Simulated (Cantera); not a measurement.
Input (Python, Cantera):

```python
import numpy as np
import cantera as ct

gas = ct.Solution("gri30.yaml")
gas.TPX = 875, 700000, {'CO': 0.017, 'O2': 0.05, 'H2O': 0.07, 'N2': 1}
reactor = ct.IdealGasConstPressureReactor(gas, energy="off", clone=False)
net = ct.ReactorNet([reactor])
net.rtol, net.atol = 1e-08, 1e-18
show = ['CO', 'O2', 'H2O', 'N2O', 'H2O2', 'NO']
times = np.geomspace(9e-05, 4, 12)

steps = ct.SolutionArray(gas, extra=["t"])
rows = []
print(f"{'t/s':>10s}{'T/K':>9s}{'P/Pa':>11s}" + "".join(f"{s:>11s}" for s in show))
for t in times:
    while net.time < t:
        t_next = net.step()
        steps.append(gas.state, t=t_next)
    rows.append([np.interp(t, steps.t, y) for y in (steps.T, steps.P, *steps(*show).X.T)])
    print(f"{t:10.3e}{rows[-1][0]:9.1f}{rows[-1][1]:11.4g}" + "".join(f"{x:11.3e}" for x in rows[-1][2:]))
rate = np.gradient(steps.T, steps.t)
print("integrator steps:", len(steps.t))
if steps.T.max() > steps.T[0] + 200:
    print(f"time of steepest temperature rise: {steps.t[rate.argmax()]:.4e} s")
gas.TPX = 875, 700000, {'CO': 0.017, 'O2': 0.05, 'H2O': 0.07, 'N2': 1}
gas.equilibrate("TP")
print(f"equilibrium (TP): T = {gas.T:.1f} K  " + "  ".join(f"{s} {gas[s].X[0]:.3e}" for s in show))
```

Result:

```
       t/s      T/K       P/Pa         CO         O2        H2O        N2O       H2O2         NO
 9.000e-05    875.0      7e+05  1.495e-02  4.398e-02  6.157e-02  9.829e-16  2.125e-17  1.605e-24
 2.381e-04    875.0      7e+05  1.495e-02  4.398e-02  6.157e-02  4.819e-15  3.232e-16  9.177e-24
 6.299e-04    875.0      7e+05  1.495e-02  4.398e-02  6.157e-02  1.772e-14  3.684e-15  3.839e-23
 1.667e-03    875.0      7e+05  1.495e-02  4.398e-02  6.157e-02  5.299e-14  3.348e-14  1.319e-22
 4.409e-03    875.0      7e+05  1.495e-02  4.398e-02  6.157e-02  1.472e-13  2.869e-13  4.735e-22
 1.167e-02    875.0      7e+05  1.495e-02  4.398e-02  6.157e-02  4.022e-13  2.651e-12  2.059e-21
 3.086e-02    875.0      7e+05  1.495e-02  4.398e-02  6.157e-02  1.119e-12  2.888e-11  1.143e-20
 8.165e-02    875.0      7e+05  1.495e-02  4.398e-02  6.157e-02  3.340e-12  3.697e-10  7.860e-20
 2.160e-01    875.0      7e+05  1.495e-02  4.397e-02  6.157e-02  1.189e-11  4.995e-09  5.330e-19
 5.715e-01    875.0      7e+05  1.493e-02  4.396e-02  6.157e-02  5.731e-11  5.925e-08  2.249e-18
 1.512e+00    875.0      7e+05  1.477e-02  4.389e-02  6.157e-02  3.516e-10  4.607e-07  1.218e-17
 4.000e+00    875.0      7e+05  1.386e-02  4.345e-02  6.160e-02  1.973e-09  1.469e-06  1.067e-16
integrator steps: 361
equilibrium (TP): T = 875.0 K  CO 1.411e-14  O2 3.677e-02  H2O 6.203e-02  N2O 7.777e-10  H2O2 1.429e-11  NO 2.903e-06
```

Detailed kinetics in Cantera: GRI-Mech 3.0 (53 species, 325 reactions).
